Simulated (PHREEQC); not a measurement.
Dissolve 0.045 mol Na2CO3 and 0.063 mol Na3PO4 per kg of water at 20 °C. Closed to the air; pH follows from the charge balance.

Equilibrium calculation in PHREEQC: ion-association model, phreeqc.dat.

```json
{
  "pH": "12.07",
  "ionic_strength": "0.444 mol/kgw",
  "activity_of_water": "0.994",
  "specific_conductance": "15800 µS/cm",
  "density": "1.015 g/cm³",
  "total_alkalinity": "216 meq/kg"
}
```

```json
[
 {"species": "Na+", "molality": "0.257", "activity": "0.185", "log γ": "-0.142"},
 {"species": "PO4-3", "molality": "0.0506", "activity": "0.00122", "log γ": "-1.619"},
 {"species": "CO3-2", "molality": "0.0239", "activity": "0.00575", "log γ": "-0.618"},
 {"species": "NaCO3-", "molality": "0.0209", "activity": "0.0154", "log γ": "-0.135"},
 {"species": "OH-", "molality": "0.0126", "activity": "0.00809", "log γ": "-0.191"},
 {"species": "HPO4-2", "molality": "0.0111", "activity": "0.00251", "log γ": "-0.644"},
 {"species": "NaHPO4-", "molality": "0.00130", "activity": "0.000908", "log γ": "-0.155"},
 {"species": "HCO3-", "molality": "0.000164", "activity": "0.000115", "log γ": "-0.155"},
 {"species": "NaHCO3", "molality": "1.11e-5", "activity": "1.23e-5", "log γ": "0.044"},
 {"species": "H2PO4-", "molality": "5.00e-8", "activity": "3.50e-8", "log γ": "-0.155"}
]
```

Precipitation was switched off in this run.
